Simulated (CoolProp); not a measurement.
Vapour pressure (MPa) of normal hydrogen: the reference equation beside estimates from Tc = 33.1 K, pc = 1.296 MPa, ω = -0.219. Clausius-Clapeyron is anchored at 26.9 K with a constant enthalpy of vaporisation of 0.7647 kJ/mol.

Model: reference Helmholtz-energy equation of state, Leachman 2009, in CoolProp.

| T (K) | reference | Lee-Kesler | Clausius-Clapeyron | van der Waals |
|---|---|---|---|---|
| 22.9 | 0.1995 | 0.1997 | 0.2581 | 0.2430 |
| 23.7 | 0.2410 | 0.2412 | [?] | [?] |
| 24.5 | 0.2883 | 0.2884 | 0.3355 | 0.3412 |
| 25.3 | 0.3418 | 0.3418 | 0.3778 | 0.3986 |
| 26.1 | 0.4019 | 0.4017 | 0.4223 | 0.4618 |
| 26.9 | 0.4690 | [?] | 0.4690 | 0.5310 |
| 27.6 | 0.5338 | 0.5334 | [?] | 0.5967 |
| 28.4 | 0.6154 | [?] | 0.5618 | 0.6777 |
| 29.2 | 0.7054 | 0.7048 | 0.6139 | 0.7652 |
| 30 | 0.8043 | 0.8039 | 0.6677 | 0.8593 |
| 30.8 | 0.9129 | 0.9128 | 0.7231 | 0.9603 |
| 31.5 | 1.016 | 1.017 | 0.7727 | 1.054 |
| 32.3 | 1.145 | 1.146 | [?] | [?] |

Complete the blanks.


- 23.7, Clausius-Clapeyron: 0.2956
- 23.7, van der Waals: 0.2894
- 26.9, Lee-Kesler: 0.4687
- 27.6, Clausius-Clapeyron: 0.5115
- 28.4, Lee-Kesler: 0.6149
- 32.3, Clausius-Clapeyron: 0.8306
- 32.3, van der Waals: 1.168

Absolute difference from the reference over all 13 rows, mean and median: Lee-Kesler 0.1 and 0.1 %, Clausius-Clapeyron 15.3 and 16.4 %, van der Waals 11.8 and 11.8 %.
